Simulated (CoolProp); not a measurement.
Vapour pressure (MPa) of m-xylene: the reference equation beside estimates from Tc = 616.9 K, pc = 3.535 MPa, ω = 0.326. Clausius-Clapeyron is anchored at 498.2 K with a constant enthalpy of vaporisation of 29.51 kJ/mol.

The numbers come from the reference Helmholtz-energy equation of state, Zhou 2012 in CoolProp.

```tsv
T (K)	reference	Clausius-Clapeyron	van der Waals	Redlich-Kwong	Soave-Redlich-Kwong	Peng-Robinson
427.7	0.1509	0.2011	0.6746	0.2849	0.1506	0.1505
445.3	0.2282	0.2792	0.8273	0.3985	___	0.2278
462.9	0.3332	0.3781	1.001	0.5412	0.3359	0.3328
480.5	0.4716	0.5007	1.196	0.7166	___	0.4718
498.2	0.6510	0.6510	1.415	0.9294	0.6611	0.6525
515.8	0.8764	0.8302	___	1.180	0.8921	0.8800
533.4	1.156	1.042	1.923	___	1.178	1.163
551	1.499	1.289	2.214	1.813	1.528	1.509
568.7	1.917	___	2.532	2.203	1.951	1.931
586.3	2.417	___	2.875	2.642	2.451	2.434
603.9	3.016	2.266	3.244	3.135	___	3.029
```

**Question.** Complete the blanks.

**Answer.** 
- 445.3, Soave-Redlich-Kwong: 0.2291
- 480.5, Soave-Redlich-Kwong: 0.4774
- 515.8, van der Waals: 1.657
- 533.4, Redlich-Kwong: 1.474
- 568.7, Clausius-Clapeyron: 1.575
- 586.3, Clausius-Clapeyron: 1.899
- 603.9, Soave-Redlich-Kwong: 3.039

Absolute difference from the reference over all 11 rows, mean and median: Clausius-Clapeyron 15.3 and 14.0 %, van der Waals 122.1 and 89.1 %, Redlich-Kwong 39.3 and 34.6 %, Soave-Redlich-Kwong 1.3 and 1.4 %, Peng-Robinson 0.4 and 0.4 %.
